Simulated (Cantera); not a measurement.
A perfectly stirred reactor is fed with CH₂O : O₂ : N₂ = 0.0086 : 0.014 : 1 (molar parts), at 0.809 atm; it is held at 1250 K, and followed from long to short residence time.

Model: GRI-Mech 3.0 (53 species, 325 reactions), integrated in Cantera.

Task: What does this change do: temperature 1250 to 950 K?

Result: 
| quantity | before | after |
|---|---|---|
| x(CH₂O) at τ = 12.0 s | 3.13e-7 | 5.44e-5 |
| x(O₂) at τ = 12.0 s | 0.00529 | 0.00708 |
| x(H) at τ = 12.0 s | 3.81e-7 | 5.14e-8 |
| x(O) at τ = 12.0 s | 2.49e-6 | 2.51e-8 |
| x(H₂O) at τ = 12.0 s | 0.00840 | 0.00799 |
| x(CH₂O) at τ = 0.170 s | 3.68e-6 | 0.00175 |
| x(O₂) at τ = 0.170 s | 0.00549 | 0.0104 |
| x(H) at τ = 0.170 s | 2.22e-5 | 5.96e-8 |
| x(O) at τ = 0.170 s | 3.98e-5 | 2.15e-9 |
| x(H₂O) at τ = 0.170 s | 0.00832 | 0.00512 |
